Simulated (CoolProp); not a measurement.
Vapour-liquid equilibrium of R134a (1) + R245fa (2) at -70.25 °C; x and y are mole fractions of (1).

Model: multi-fluid Helmholtz-energy mixture model, Tillner-Roth 1994 and Akasaka 2015; pair parameters Akasaka 2014, in CoolProp.

Task: Give the bubble pressure and the first vapour's composition at x = 0.35, 0.575, 0.875. Is there an azeotrope?

Result: x = 0.35: 0.003122 MPa, y = 0.888; x = 0.575: 0.004748 MPa, y = 0.951; x = 0.875: 0.006922 MPa, y = 0.990. No azeotrope shows between x = 0.05 and 0.95.

The pair parameters rest on a limited set of measurements; away from them the model extrapolates.
